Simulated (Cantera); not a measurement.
## Adiabatic ignition

An adiabatic, constant-pressure homogeneous reactor starts with 11.2 % CH4, 18.7 % O2, 70.1 % N2, at 1600 K and 0.420 bar.

Computed with Cantera and GRI-Mech 3.0 (53 species, 325 reactions).

| t (s) | T (K) | x CH4 | x O2 | x C2H | x HO2 | x C2H6 | x H | x N2O |
|---|---|---|---|---|---|---|---|---|
| 8.00e-6 | 1600 | 0.112 | 0.187 | <1e-12 | 8.56e-7 | 6.62e-11 | 6.31e-8 | 2.17e-12 |
| 2.47e-5 | 1600 | 0.112 | 0.187 | <1e-12 | 2.50e-6 | 2.39e-9 | 7.04e-8 | 1.53e-11 |
| 7.63e-5 | 1600 | 0.112 | 0.187 | <1e-12 | 6.35e-6 | 9.70e-8 | 1.03e-7 | 1.16e-10 |
| 0.000235 | 1600 | 0.112 | 0.187 | <1e-12 | 1.07e-5 | 5.79e-6 | 3.38e-7 | 7.19e-10 |
| 0.000727 | 1617 | 0.105 | 0.183 | 3.89e-11 | 6.53e-5 | 0.000534 | 1.08e-5 | 6.46e-9 |
| 0.00224 | 2717 | <1e-12 | 0.0118 | <1e-12 | 2.70e-6 | <1e-12 | 0.0200 | 1.69e-7 |
| 0.00693 | 2726 | <1e-12 | 0.0104 | <1e-12 | 2.55e-6 | <1e-12 | 0.0188 | 2.10e-7 |
| 0.0214 | 2725 | <1e-12 | 0.0103 | <1e-12 | 2.51e-6 | <1e-12 | 0.0188 | 2.18e-7 |
| 0.0660 | 2725 | <1e-12 | 0.0103 | <1e-12 | 2.51e-6 | <1e-12 | 0.0187 | 2.18e-7 |
| 0.204 | 2725 | <1e-12 | 0.0103 | <1e-12 | 2.51e-6 | <1e-12 | 0.0187 | 2.18e-7 |
| 0.629 | 2725 | <1e-12 | 0.0103 | <1e-12 | 2.51e-6 | <1e-12 | 0.0187 | 2.18e-7 |
| 1.94 | 2725 | <1e-12 | 0.0103 | <1e-12 | 2.51e-6 | <1e-12 | 0.0187 | 2.18e-7 |
| 6.00 | 2725 | <1e-12 | 0.0103 | <1e-12 | 2.51e-6 | <1e-12 | 0.0187 | 2.18e-7 |
x: mole fraction; the columns are a selection and need not sum to one.

The time of steepest temperature rise is 1.01 ms, the temperature at 6.00 s is 2725 K and the equilibrium temperature comes out as 2725 K. The x(CH4) at 6.00 s comes out as <1e-12 (gas-phase equilibrium <1e-12) and the x(O2) at 6.00 s is 0.0103 (gas-phase equilibrium 0.0103). The x(C2H) at 6.00 s comes out as <1e-12 (gas-phase equilibrium <1e-12).
